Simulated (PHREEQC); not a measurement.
1 kg of water holding 0.0064 mol/kgw KHCO3, 0.2 mol/kgw K2CO3 and 0.04 mol/kgw K2SO4 is evaporated at 20 °C; the solids stay in contact with the brine. CO2 is held at log p = -3.4 (atm). The run lets Arcanite, Kalicinite, Misenite precipitate or redissolve, and no other solid.

The numbers come from PHREEQC with the Pitzer model, pitzer.dat.

```
water left (kg)  ionic strength  water activity  Arcanite (mol)  C in solution (mol/kgw)  K in solution (mol/kgw)  S in solution (mol/kgw)     pH
---------------  --------------  --------------  --------------  -----------------------  -----------------------  -----------------------  -----
0.9991                    0.677           0.989               0                    0.257                    0.487                   0.0400  10.00
0.8211                    0.829           0.986               0                    0.307                    0.592                   0.0487  10.03
0.6748                     1.02           0.984               0                    0.367                    0.721                   0.0593  10.07
0.5546                     1.24           0.980               0                    0.439                    0.877                   0.0721  10.10
0.4557                     1.52           0.977               0                    0.526                     1.07                   0.0878  10.13
0.3745                     1.86           0.972               0                    0.632                     1.30                    0.107  10.17
0.3078                     2.27           0.966               0                    0.760                     1.58                    0.130  10.20
0.2529                     2.77           0.959               0                    0.915                     1.92                    0.158  10.24
0.2078                     3.38           0.950               0                     1.10                     2.34                    0.192  10.29
0.1708                     3.96           0.940         0.00988                     1.33                     2.73                    0.176  10.34
0.1403                     4.61           0.929          0.0200                     1.61                     3.18                    0.142  10.39
0.1153                     5.43           0.914          0.0272                     1.95                     3.75                    0.111  10.45
0.09473                    6.46           0.894          0.0321                     2.37                     4.46                   0.0835  10.51
0.0778                     7.75           0.868          0.0353                     2.88                     5.34                   0.0599  10.59
0.06388                    9.33           0.834          0.0374                     3.51                     6.44                   0.0407  10.68
0.05244                    11.3           0.789          0.0386                     4.30                     7.80                   0.0262  10.78
0.04299                    13.6           0.732          0.0393                     5.31                     9.49                   0.0161  10.90
```

Arcanite from water left = 0.1708 kg (pH 10.34).
